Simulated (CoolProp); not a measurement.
Model: reference Helmholtz-energy equation of state, Span 2000, in CoolProp.

Give the vapour pressure (kPa), liquid density (kg/m³), enthalpy of vaporisation (kJ/kg), liquid cp (kJ/(kg K)) of saturated nitrogen at 107.8, 114.4, 116.6 K.


| T (K) | p (kPa) | liquid density (kg/m³) | enthalpy of vaporisation (kJ/kg) | liquid cp (kJ/(kg K)) |
|---|---|---|---|---|
| 107.8 | 1290 | 638 | 141 | 2.61 |
| 114.4 | 1880 | 584 | 119 | 3.16 |
| 116.6 | 2110 | 563 | 109 | 3.51 |
